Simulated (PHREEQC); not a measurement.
Make-up at 20 °C: 0.12 mol/kgw Pb(NO3)2, 0.28 mol/kgw HNO3 and 0.00073 mol/kgw Na2SO4. Closed to the air; pH follows from the charge balance.

Computed with PHREEQC (ion-association model, phreeqc.dat).

Precipitation was switched off in this run.

Q: Estimate the pH, activity of water, density.

A: pH 0.67; activity of water 0.986; density 1.042 g/cm³.

Q: In which forms is S present?

A: HSO4- 69 %, PbSO4 18 %, SO4-2 13 % of the S.

Saturation is exceeded, for instance for Anglesite; the values hold only as long as no solid forms. Complexes and solids missing from the database can't appear.
